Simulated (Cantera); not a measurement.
BN + HF (nitride etching)

Charge: 1 mol BN, 1.2 mol HF, equilibrated at 702 °C and 1000 Pa.

Method: chemical equilibrium by Gibbs-energy minimisation in Cantera with the NASA 1993 tables (ideal gas, pure condensed phases). Candidate condensed phases: B, BN; 31 gas species. Rates play no part.

| Quantity | Value |
|---|---|
| x(H₂) | 0.493 |
| x(BF₃) | 0.328 |
| x(N₂) | 0.164 |
| x(HF) | 0.0145 |
| x(BHF₂) | 4.23e-5 |
| n(BN(s)) | 0.606 mol |
| gas amount | 1.200 mol |
| log10 activity of B(s) (absent) | -7.44 |
